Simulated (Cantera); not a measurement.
What does this Cantera script print?

```python
import numpy as np
import cantera as ct

gas_names = [...]  # 110 gases of nasa_gas.yaml made of C, H, O
cond_names = """
    C(gr) C6H6(L) C7H8(L) C8H18(L),n-octa H2O(s) H2O(L)
""".split()


# ... load() reads the species with a 1 bar reference pressure and builds the phases ...
atoms = {
    'CO2': {'C': 1, 'O': 2},
    'H2': {'H': 2},
}
top_T = {'C(gr)': 4500}  # K; cautious upper limits of use, not melting points


# ... equilibrate(T, P, feed) seeds the gas with the atoms and calls Mixture.equilibrate('TP', solver="vcs", rtol=1e-11, max_steps=5000) ...
results = []
feed = {'CO2': 1, 'H2': 0.47}  # mol
P = 6100000  # Pa
for T in [2523, 2573, 2623, 2673, 2723, 2773, 2823, 2873, 2923, 2973, 3023, 3073, 3123, 3173]:
    mix = equilibrate(T, P, feed)
    results.append((T, P, feed, dict(zip(mix.species_names, mix.species_moles))))
    x = sorted(zip(gas.X, gas.species_names), reverse=True)
    print(f"T = {T:g} K  P = {P:g} Pa  gas = {mix.phase_moles(0):.4g} mol")
    print("   x: " + "  ".join(f"{s} {v:.3e}" for v, s in x if v > 0.0001))
    print("   condensed (mol): " + ("  ".join(f"{mix.phase(i).name} {mix.phase_moles(i):.4g}"
          for i in range(1, mix.n_phases) if mix.phase_moles(i) > 1e-12) or "none"))
```

It prints:

```
T = 2523 K  P = 6.1e+06 Pa  gas = 1.471 mol
   x: CO2 3.930e-01  CO 2.866e-01  H2O 2.853e-01  H2 3.322e-02  OH 1.185e-03  H 6.485e-04
   condensed (mol): none
T = 2573 K  P = 6.1e+06 Pa  gas = 1.472 mol
   x: CO2 3.922e-01  CO 2.872e-01  H2O 2.855e-01  H2 3.267e-02  OH 1.561e-03  H 7.950e-04
   condensed (mol): none
T = 2623 K  P = 6.1e+06 Pa  gas = 1.472 mol
   x: CO2 3.912e-01  CO 2.879e-01  H2O 2.855e-01  H2 3.217e-02  OH 2.034e-03  H 9.672e-04  O2 1.423e-04
   condensed (mol): none
T = 2673 K  P = 6.1e+06 Pa  gas = 1.473 mol
   x: CO2 3.902e-01  CO 2.886e-01  H2O 2.854e-01  H2 3.170e-02  OH 2.623e-03  H 1.168e-03  O2 2.256e-04
   condensed (mol): none
T = 2723 K  P = 6.1e+06 Pa  gas = 1.474 mol
   x: CO2 3.890e-01  CO 2.893e-01  H2O 2.852e-01  H2 3.127e-02  OH 3.348e-03  H 1.402e-03  O2 3.509e-04
   condensed (mol): none
T = 2773 K  P = 6.1e+06 Pa  gas = 1.475 mol
   x: CO2 3.876e-01  CO 2.902e-01  H2O 2.847e-01  H2 3.088e-02  OH 4.231e-03  H 1.673e-03  O2 5.357e-04  O 1.446e-04
   condensed (mol): none
T = 2823 K  P = 6.1e+06 Pa  gas = 1.477 mol
   x: CO2 3.859e-01  CO 2.912e-01  H2O 2.841e-01  H2 3.053e-02  OH 5.295e-03  H 1.984e-03  O2 8.031e-04  O 2.156e-04
   condensed (mol): none
T = 2873 K  P = 6.1e+06 Pa  gas = 1.479 mol
   x: CO2 3.838e-01  CO 2.924e-01  H2O 2.831e-01  H2 3.023e-02  OH 6.566e-03  H 2.340e-03  O2 1.182e-03  O 3.163e-04
   condensed (mol): none
T = 2923 K  P = 6.1e+06 Pa  gas = 1.481 mol
   x: CO2 3.813e-01  CO 2.938e-01  H2O 2.819e-01  H2 3.000e-02  OH 8.065e-03  H 2.747e-03  O2 1.708e-03  O 4.569e-04
   condensed (mol): none
T = 2973 K  P = 6.1e+06 Pa  gas = 1.484 mol
   x: CO2 3.781e-01  CO 2.956e-01  H2O 2.803e-01  H2 2.982e-02  OH 9.815e-03  H 3.211e-03  O2 2.421e-03  O 6.497e-04
   condensed (mol): none
T = 3023 K  P = 6.1e+06 Pa  gas = 1.488 mol
   x: CO2 3.742e-01  CO 2.978e-01  H2O 2.783e-01  H2 2.973e-02  OH 1.183e-02  H 3.739e-03  O2 3.366e-03  O 9.095e-04
   condensed (mol): none
T = 3073 K  P = 6.1e+06 Pa  gas = 1.492 mol
   x: CO2 3.695e-01  CO 3.005e-01  H2O 2.759e-01  H2 2.972e-02  OH 1.413e-02  O2 4.586e-03  H 4.338e-03  O 1.254e-03
   condensed (mol): none
T = 3123 K  P = 6.1e+06 Pa  gas = 1.498 mol
   x: CO2 3.638e-01  CO 3.037e-01  H2O 2.730e-01  H2 2.981e-02  OH 1.672e-02  O2 6.121e-03  H 5.019e-03  O 1.701e-03
   condensed (mol): none
T = 3173 K  P = 6.1e+06 Pa  gas = 1.505 mol
   x: CO2 3.571e-01  CO 3.076e-01  H2O 2.697e-01  H2 3.001e-02  OH 1.960e-02  O2 8.000e-03  H 5.790e-03  O 2.273e-03
   condensed (mol): none
```

Method: chemical equilibrium by Gibbs-energy minimisation in Cantera with the NASA 1993 tables (ideal gas, pure condensed phases). The ideal-gas law is rough above about 30 bar. The tables' values for COOH are old estimates; treat these amounts as uncertain.
